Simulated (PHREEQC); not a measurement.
Consider water at 25 °C with 9.7 mmol/kgw HF and 0.0027 mmol/kgw H4SiO4. Closed to the air; pH follows from the charge balance.

All values are PHREEQC results (ion-association model, wateq4f.dat), not measurements.

- pH = 2.66
- ionic strength = 0.00232 mol/kgw
- total alkalinity = -9.70 meq/kg

```json
[
 {"species": "HF", "molality": "0.00705", "activity": "0.00706", "log γ": "0.000"},
 {"species": "H+", "molality": "0.00232", "activity": "0.00220", "log γ": "-0.022"},
 {"species": "F-", "molality": "0.00225", "activity": "0.00213", "log γ": "-0.023"},
 {"species": "H2F2", "molality": "0.000130", "activity": "0.000130", "log γ": "0.000"},
 {"species": "HF2-", "molality": "6.09e-5", "activity": "5.78e-5", "log γ": "-0.023"},
 {"species": "SiF6-2", "molality": "2.70e-6", "activity": "2.19e-6", "log γ": "-0.091"}
]
```

This is a speciation only: nothing precipitates in the calculation. SiF6-2 is the database's only silicon fluoride.
